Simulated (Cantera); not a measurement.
A Cantera script and what it prints.

```python
import numpy as np
import cantera as ct

gas_names = """
    Ca CaF CaF2 Ca2 F F2 N NF NF2 NF3 N2
""".split()
cond_names = """
    Ca(a) Ca(b) Ca(L) CaF2(a) CaF2(b) CaF2(L)
""".split()


# ... load() reads the species with a 1 bar reference pressure and builds the phases ...
atoms = {
    'CaF2': {'Ca': 1, 'F': 2},
    'N2': {'N': 2},
}
top_T = {}  # K; cautious upper limits of use, not melting points


# ... equilibrate(T, P, feed) seeds the gas with the atoms and calls Mixture.equilibrate('TP', solver="vcs", rtol=1e-11, max_steps=5000) ...
results = []
feed = {'CaF2': 1, 'N2': 24}  # mol
T = 723  # K
P = 3.9  # Pa
mix = equilibrate(T, P, feed)
results.append((T, P, feed, dict(zip(mix.species_names, mix.species_moles))))
x = sorted(zip(gas.X, gas.species_names), reverse=True)
print(f"T = {T:g} K  P = {P:g} Pa  gas = {mix.phase_moles(0):.4g} mol")
print("   x: " + "  ".join(f"{s} {v:.3e}" for v, s in x if v > 1e-05))
print("   condensed (mol): " + ("  ".join(f"{mix.phase(i).name} {mix.phase_moles(i):.4g}"
      for i in range(1, mix.n_phases) if mix.phase_moles(i) > 1e-12) or "none"))
```

Output:

```
T = 723 K  P = 3.9 Pa  gas = 24 mol
   x: N2 1.000e+00
   condensed (mol): CaF2(a) 1
```

Method: chemical equilibrium by Gibbs-energy minimisation in Cantera with the NASA 1993 tables (ideal gas, pure condensed phases).
